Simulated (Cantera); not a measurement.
Silicon oxide and oxynitride deposition: HMDSO + NO

A closed system holds: 1 mol HMDSO, 0.27 mol NO, equilibrated at 277 °C and 0.500 bar.

Cantera equilibrium calculation (NASA polynomials, part measured and part estimated; ideal gas, pure solids and liquids). Candidate condensed phases: C, C6H6, C7H8, C8H18, H2O, Si, SiC, SiO2, Si2N2O, Si3N4; 151 gas species. The feed counts by its element totals alone. The numbers say what is thermodynamically allowed, not how fast it happens.

| Quantity | Value |
|---|---|
| x(CH4) | 0.934 |
| x(H2) | 0.0664 |
| x(C2H6) | 2.19e-6 |
| n(C(graphite)) | 0.492 mol |
| n(SiC(s)) | 1.16 mol |
| n(SiO2(α-quartz)) | 0.568 mol |
| n(Si2N2O(s)) | 0.135 mol |
| gas amount | 4.655 mol |
| log10 activity of Si(s) (absent) | -6.54 |
